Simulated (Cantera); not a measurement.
Input: 1 mol SiCl₄, 0.69 mol NH₃, 12 mol N₂, at 1998.15 K and 10.0 mbar.

Method: chemical equilibrium by Gibbs-energy minimisation in Cantera with the NASA 1993 tables (ideal gas, pure condensed phases). Candidate condensed phases: NH₄Cl, Si, Si₃N₄; 28 gas species. The tables' values for SiCl₃, SiCl are old estimates; treat these amounts as uncertain. Rates play no part.

Base state: N₂ 0.797, HCl 0.114, SiCl₂ 0.0624, Cl 0.0141, H₂ 0.00924, SiCl₃ 0.00171, H 0.00154, SiCl 0.000281 (mole fractions); condensed: gas only.

Q: What changes in the equilibrium state with this change: SiCl₄ replaced by Si₂Cl₆?

A: 
```tsv
species	before	after
N₂	0.797	0.749
SiCl₂	0.0624	0.117
HCl	0.114	0.106
Cl	0.0141	0.0133
Si	7.94e-5	0.000170
SiCl	0.000281	0.000565
SiCl₃	0.00171	0.00301
```
The feed counts by its element totals alone.
